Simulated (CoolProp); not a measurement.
Vapour pressure (MPa) of CH3F (R41): the reference equation beside estimates from Tc = 317.3 K, pc = 5.906 MPa, ω = 0.200. Clausius-Clapeyron is anchored at 219.7 K with a constant enthalpy of vaporisation of 15.32 kJ/mol.

Computed with CoolProp (reference Helmholtz-energy equation of state, Lemmon 2006). It is a short technical equation, of lower accuracy than the large ones.

| T (K) | reference | Lee-Kesler | Clausius-Clapeyron | van der Waals | Redlich-Kwong | Soave-Redlich-Kwong | Peng-Robinson |
|---|---|---|---|---|---|---|---|
| 187.8 | 0.06782 | 0.06401 | 0.08108 | 0.4742 | 0.1047 | 0.06449 | 0.06605 |
| 198.4 | 0.1231 | 0.1189 | ? | 0.6487 | 0.1843 | 0.1193 | 0.1209 |
| 209 | ? | 0.2056 | 0.2193 | 0.8619 | 0.3025 | 0.2057 | 0.2067 |
| 219.7 | 0.3369 | 0.3360 | 0.3369 | ? | 0.4710 | 0.3359 | 0.3353 |
| 230.3 | 0.5158 | 0.5194 | 0.4955 | 1.421 | 0.6963 | 0.5194 | 0.5160 |
| 241 | 0.7617 | 0.7716 | 0.7068 | 1.774 | 0.9927 | ? | ? |
| 251.6 | 1.084 | 1.101 | 0.9754 | 2.174 | 1.364 | 1.106 | 1.093 |
| 262.2 | 1.498 | 1.523 | 1.311 | 2.627 | 1.822 | 1.535 | 1.516 |

What belongs in the gaps?


- 198.4, Clausius-Clapeyron: 0.1369
- 209, reference: 0.2090
- 219.7, van der Waals: 1.120
- 241, Soave-Redlich-Kwong: 0.7730
- 241, Peng-Robinson: 0.7655

Absolute difference from the reference over all 8 rows, mean and median: Lee-Kesler 2.0 and 1.6 %, Clausius-Clapeyron 8.7 and 8.6 %, van der Waals 256.9 and 204.0 %, Redlich-Kwong 37.7 and 37.4 %, Soave-Redlich-Kwong 2.1 and 1.8 %, Peng-Robinson 1.1 and 1.0 %.
